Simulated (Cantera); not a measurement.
Charge: 1 mol SiHCl3, 130 mol H2, at 1102 °C and 6.60 mbar.

Method: chemical equilibrium by Gibbs-energy minimisation in Cantera with the NASA 1993 tables (ideal gas, pure condensed phases). Candidate condensed phases: Si; 19 gas species. The tables' values for SiCl3 are old estimates; treat these amounts as uncertain. The numbers say what is thermodynamically allowed, not how fast it happens.

Problem. What is the equilibrium state?

Solution. 
| Item | Value |
|---|---|
| x(H2) | 0.978 |
| x(HCl) | 0.0203 |
| x(SiCl2) | 0.00121 |
| x(H) | 4.17e-5 |
| x(SiCl3) | 1.21e-5 |
| x(SiHCl3) | 1.71e-6 |
| n(Si(s)) | 0.838 mol |
| gas amount | 132.0 mol |
